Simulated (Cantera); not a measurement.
Charge: 1 mol CCl4, 0.054 mol HCl, 0.015 mol F2, equilibrated at 1075 K and 10.0 mbar.

Equilibrium computed with Cantera from the NASA thermochemical tables; the gas is ideal and each condensed phase is pure. Candidate condensed phases: C, C6H6, C7H8, C8H18; 118 gas species. Gases not in the tables: C2F6 and larger saturated fluorocarbons. Rates play no part.

### Question
What is the equilibrium state?

### Answer
```
Property           Result
--------------  ---------
x(Cl2)              0.960
x(HCl)             0.0230
x(Cl)              0.0108
x(HF)             0.00305
x(CF4)            0.00235
x(CClF3)         0.000560
x(CCl2F2)        0.000156
x(CCl3F)          4.06e-5
x(CCl4)           2.99e-5
n(C(graphite))  0.994 mol
gas amount      2.074 mol
```
